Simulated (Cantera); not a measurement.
Charge: 1 mol Si, 1.7 mol Cl2, 0.51 mol N2.

Equilibrium computed with Cantera from the NASA thermochemical tables; the gas is ideal and each condensed phase is pure. Candidate condensed phases: Si, Si3N4; 13 gas species. N2 is the only nitrogen source here; it is nearly inert below about 1500 K, so the nitride shown seldom forms there in practice. The tables' values for SiCl3 are old estimates. Equilibrium is a limit: real reactors are often held back by kinetics, nucleation or transport.

Stable condensed phases, one row left out:

```
T in °C \ P in Pa
              1    6.8     46    320   2200  15000 100000
   1402       A      A      A      A      A      A      A
   1202       A      A      A      A      A      B      B
   1102       A      A      A      A      B      B      B
   1002       A      A      A      B      B      B      B
    902       A      B      B      B      B      B      B
    802       B      B      B      B      B      B      B
    702       B      B      B      B      B      B      B
    602       B      B      B      B      B      B      B
    502       B      B      B      B      B      B      B
    402       B      B      B      B      B      B      B
    302       B      B      B      B      B      B      B
    202       B      B      B      B      B      B      B
```

A: gas only; B: Si3N4.

Q: Give the row for 1302 °C.

A: 1: gas only; 6.8: gas only; 46: gas only; 320: gas only; 2200: gas only; 15000: gas only; 100000: Si3N4.
